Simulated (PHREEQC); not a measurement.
## Reverse-osmosis permeate

Model water analysis in mmol/kgw, 25 °C, pH 6.98, pe 10.6:

```
constituent           mmol/kgw
--------------------  --------
Na                       0.296
K                       0.0898
Ca                       0.076
Mg                     0.00386
Cl                      0.0529
S(6)                     0.137
Alkalinity (meq/kgw)     0.228
Zn                    0.000308
Sr                    0.000162
N(5)                  0.000147
Li                     0.00134
Cd                     0.00707
```

Valence states are taken as typed.

Equilibrium calculation in PHREEQC: ion-association model, phreeqc.dat.

Precipitation was switched off in this run.

**Question.** Estimate the charge-balance error.

**Answer.** charge-balance error 0.6 %.

**Question.** In which forms is C present?

**Answer.** HCO3- 81 %, CO2 19 % of the C.
